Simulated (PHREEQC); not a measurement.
Solution (25 °C): 0.093 mol/kgw BaCl2 and 0.12 mol/kgw MgCl2. Closed to the air; pH follows from the charge balance.

Model: Pitzer model, pitzer.dat, run in PHREEQC.

```yaml
ionic_strength: 0.639 mol/kgw
activity_of_water: 0.990
specific_conductance: 33800 µS/cm
density: 1.023 g/cm³
osmotic_coefficient: 0.868
```

| species | molality | activity | log γ |
|---|---|---|---|
| Cl- | 0.426 | 0.269 | -0.199 |
| Mg+2 | 0.120 | 0.0330 | -0.561 |
| Ba+2 | 0.0930 | 0.0215 | -0.637 |
| H+ | 3.09e-7 | 2.44e-7 | -0.103 |
| MgOH+ | 2.21e-7 | 2.08e-7 | -0.028 |
| OH- | 8.77e-8 | 4.11e-8 | -0.330 |

This is a speciation only: nothing precipitates in the calculation.
